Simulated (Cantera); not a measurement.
A freely propagating, adiabatic, planar premixed flame of 41.6 % H₂, 12.2 % O₂, 46.2 % N₂, equivalence ratio 1.7, unburnt at 698 K and 8.39 atm; mixture-averaged transport, grid criteria slope 0.08 and curve 0.16, no radiation.

Computed with Cantera and the H2/O2 subset of GRI-Mech 3.0, which has no nitrogen chemistry. The hydrogen kinetics of GRI-Mech 3.0 are dated; newer H2 mechanisms differ, most at raised pressure. Burning velocities carry a grid error of a few per cent, more on coarse grids.

x: mole fraction of selected species; z is measured from the peak of heat release.

```csv
z (mm),T (K),u (m/s),x H₂,x O₂,x OH,x H₂O₂,x HO₂,x H₂O
-0.0925,698,11.9,0.416,0.122,<1e-8,<1e-8,<1e-8,<1e-8
-0.0616,698,11.9,0.416,0.122,<1e-8,<1e-8,<1e-8,1.19e-8
-0.0462,698,11.9,0.416,0.122,<1e-8,<1e-8,1.19e-7,1.98e-7
-0.0308,699,11.9,0.415,0.122,<1e-8,3.28e-8,5.15e-6,6.46e-6
-0.0154,…,12.7,0.404,0.123,0.000123,1.70e-5,0.000813,0.00267
-0.00770,…,17.2,0.362,0.113,0.00122,5.78e-5,0.000828,0.0322
0,…,23.6,0.282,0.0773,0.00339,1.56e-5,0.000410,0.111
0.00770,…,28.1,0.212,0.0339,0.00639,3.79e-6,0.000168,0.194
0.0154,1949,30.4,0.181,0.0127,0.00804,2.26e-6,6.01e-5,0.234
0.0308,2094,32.4,0.172,0.00265,0.00869,1.14e-6,1.24e-5,0.256
0.0616,2220,34.0,0.176,0.000803,0.00770,6.16e-7,4.14e-6,0.263
0.123,2324,35.4,0.181,0.000363,0.00589,3.53e-7,1.91e-6,0.268
0.247,2400,36.3,0.186,0.000149,0.00401,1.87e-7,7.33e-7,0.273
```

What belongs in the gaps?


- -0.0154, T (K): 756
- -0.00770, T (K): 1052
- 0, T (K): 1486
- 0.00770, T (K): 1791
